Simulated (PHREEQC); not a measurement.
Dissolve 0.015 mol/kgw Al2(SO4)3, 0.26 mol/kgw ZnCl2, 0.4 mol/kgw H2SO4 and 0.23 mol/kgw NaCl at 25 °C. Closed to the air; pH follows from the charge balance.

Model: ion-association model, phreeqc.dat, run in PHREEQC.

```
quantity                  before   after
------------------------  ------  ------
pH                          0.44    0.72
ionic strength (mol/kgw)    1.36   0.715
Cl- (mol/kgw)              0.647   0.351
HSO4- (mol/kgw)            0.310   0.146
Zn+2 (mol/kgw)             0.160  0.0879
SO4-2 (mol/kgw)           0.0565  0.0334
SI of Gibbsite (Al(OH)3)  -10.17   -9.48
```

### Question
Name the change that produced these shifts.
A) diluted 2-fold with water
B) NaCl left out
C) diluted 100-fold with water
D) Al2(SO4)3 replaced by AlCl3 at the same molality
E) NaCl from 0.23 to 0.046 mol/kgw

### Answer
A, diluted 2-fold with water

Precipitation was switched off in this run. The ionic strength passes 0.7 mol/kgw, the rough limit of the ion-association models, in every such run.
